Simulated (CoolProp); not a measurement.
Properties of tetradecamethylhexasiloxane (MD4M) along the isobar 0.868 MPa (Tc = 380.0 °C, pc = 0.8286 MPa, ω = 0.800).

Values from CoolProp's reference Helmholtz-energy equation of state, Thol 2019.

```
T (°C)   phase  density (kg/m³)  isothermal compressibility (1/MPa)  fugacity coefficient
------  ------  ---------------  ----------------------------------  --------------------
232.75  liquid            677.2                            0.009286               0.06567
241.55  liquid                ?                             0.01036               0.08036
250.25  liquid                ?                             0.01160               0.09705
259.05  liquid            645.6                             0.01308                0.1162
267.85  liquid            634.5                             0.01485                0.1379
276.65  liquid            623.0                             0.01699                0.1620
285.45  liquid            611.0                                   ?                0.1886
294.15  liquid            598.7                             0.02280                0.2174
302.95  liquid            585.7                             0.02691                0.2491
311.75  liquid            571.9                             0.03225                0.2832
320.55  liquid            557.2                             0.03939                0.3197
329.25  liquid            541.6                             0.04918                0.3578
338.05  liquid            524.1                             0.06364                0.3983
346.85  liquid            504.6                             0.08632                0.4405
```

Fill in the missing entries.


- 241.55, density (kg/m³): 666.9
- 250.25, density (kg/m³): 656.4
- 285.45, isothermal compressibility (1/MPa): 0.01960
